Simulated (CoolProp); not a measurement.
A single-stage vapour-compression cycle with hydrogen sulfide: evaporating at 219.15 K (dew point), condensing at 243.15 K (bubble point), superheat 2 K, subcooling 8 K, compressor efficiency 0.6, no pressure losses. Each further row changes one setting.

Model: reference Helmholtz-energy equation of state, Lemmon 2006, in CoolProp. It is a short technical equation, of lower accuracy than the large ones.

```
case                              cooling COP  pressure ratio  discharge temperature (K)  refrigerating effect (kJ/kg)  volumetric capacity (kJ/m³)
--------------------------------  -----------  --------------  -------------------------  ----------------------------  ---------------------------
as stated                                5.05            2.76                      323.1                           509                         1340
evaporating temperature 224.15 K         6.68            2.19                      304.1                           513                         1670
condensing temperature 238.15 K          6.52            2.28                      301.9                           519                         1370
subcooling 13 K                          5.15            2.76                      323.1                           519                         1370
superheat 12 K                           4.91            2.76                      337.7                           519                         1300
compressor efficiency 0.5                4.21            2.76                      342.3                           509                         1340
```
